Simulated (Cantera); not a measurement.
A freely propagating, adiabatic, planar premixed flame of CH4 : CO : O2 : N2 = 1 : 0.084 : 1.36 : 5.58 (molar parts), equivalence ratio 1.5, unburnt at 573 K and 338 Torr; mixture-averaged transport, grid criteria slope 0.08 and curve 0.16, no radiation.

Model: GRI-Mech 3.0 (53 species, 325 reactions), integrated in Cantera. Burning velocities carry a grid error of a few per cent, more on coarse grids.

x: mole fraction of selected species; z is measured from the peak of heat release.

```csv
z (mm),T (K),u (m/s),x CH4,x CO,x O2,x H2,x CH2,x HCN
-4.02,574,0.540,0.124,0.0104,0.169,0.00456,<1e-8,<1e-8
-2.68,579,0.549,0.123,0.0105,0.167,0.0109,<1e-8,1.74e-8
-2.01,600,0.572,0.120,0.0109,0.165,0.0182,<1e-8,1.11e-7
-1.34,704,0.682,0.111,0.0143,0.156,0.0311,<1e-8,9.43e-7
-0.670,1109,1.10,0.0755,0.0329,0.117,0.0495,6.60e-8,7.04e-6
-0.335,1458,1.47,0.0429,0.0543,0.0759,0.0592,3.79e-6,1.57e-5
0,1771,1.80,0.0136,0.0772,0.0328,0.0657,4.15e-5,3.16e-5
0.335,1926,1.97,(withheld),0.0872,(withheld),0.0675,(withheld),(withheld)
0.670,1978,2.02,0.000616,0.0882,0.00261,0.0686,2.42e-5,6.14e-5
1.34,2002,2.04,(withheld),0.0863,(withheld),0.0709,(withheld),5.73e-5
2.68,2011,2.05,6.22e-6,0.0848,3.43e-5,0.0725,3.29e-7,3.94e-5
5.36,2016,2.05,2.98e-7,0.0846,2.36e-5,0.0730,1.27e-8,1.94e-5
10.7,2022,2.06,<1e-8,0.0848,1.51e-5,0.0732,<1e-8,6.78e-6
```

Task: Complete the blanks.

Result: 
- 0.335, x CH4: 0.00272
- 0.335, x O2: 0.00980
- 0.335, x CH2: 5.34e-5
- 0.335, x HCN: 5.17e-5
- 1.34, x CH4: 7.32e-5
- 1.34, x O2: 0.000235
- 1.34, x CH2: 3.84e-6
